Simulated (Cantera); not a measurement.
# Stirred combustor or abatement burner

A perfectly stirred reactor is fed with 3.02 % C3H8, 20.4 % O2, 76.6 % N2, equivalence ratio 0.74, at 101000 Pa; it is adiabatic with a 650 K inlet, and is followed from long to short residence time, starting on the burning branch (τ in s: 0.2, 0.074, 0.027, 0.01, 0.0037, 0.0014, 0.0005, 0.00018, 6.7e-05, 2.5e-05).

Cantera simulation using GRI-Mech 3.0 (53 species, 325 reactions); the numbers are that mechanism's predictions, not measurements. GRI-Mech 3.0 was tuned for natural gas; its chemistry of propane as a main component is partial and can be far from experiment.

| τ (s) | T (K) | x C3H8 | x O2 | x CH2O | x CO | x H | x C2H2 | x N2O |
|---|---|---|---|---|---|---|---|---|
| 0.20 | 2188 | 8.76e-8 | 0.0505 | 1.47e-7 | 0.00244 | 0.000150 | 3.23e-7 | 3.49e-7 |
| 0.074 | 2184 | 2.24e-7 | 0.0512 | 3.72e-7 | 0.00290 | 0.000193 | 7.10e-7 | 3.59e-7 |
| 0.027 | 2171 | 5.50e-7 | 0.0518 | 8.95e-7 | 0.00395 | 0.000308 | 1.33e-6 | 3.76e-7 |
| 0.010 | 2145 | 1.25e-6 | 0.0527 | 2.01e-6 | 0.00589 | 0.000586 | 2.08e-6 | 3.81e-7 |
| 0.0037 | 2103 | 2.71e-6 | 0.0539 | 4.40e-6 | 0.00889 | 0.00117 | 2.97e-6 | 3.54e-7 |
| 0.0014 | 2048 | 5.75e-6 | 0.0557 | 9.46e-6 | 0.0127 | 0.00219 | 4.26e-6 | 3.10e-7 |
| 0.00050 | 1975 | 1.34e-5 | 0.0583 | 2.19e-5 | 0.0178 | 0.00375 | 6.89e-6 | 2.63e-7 |
| 0.00018 | 1889 | 3.54e-5 | 0.0625 | 5.46e-5 | 0.0248 | 0.00531 | 1.40e-5 | 2.23e-7 |
| 6.7e-5 | 1773 | 0.000129 | 0.0725 | 0.000165 | 0.0380 | 0.00535 | 4.80e-5 | 1.68e-7 |
| 2.5e-5 | 650 | 0.0302 | 0.204 | <1e-12 | <1e-12 | <1e-12 | <1e-12 | <1e-12 |
x: mole fraction; the columns are a selection and need not sum to one.
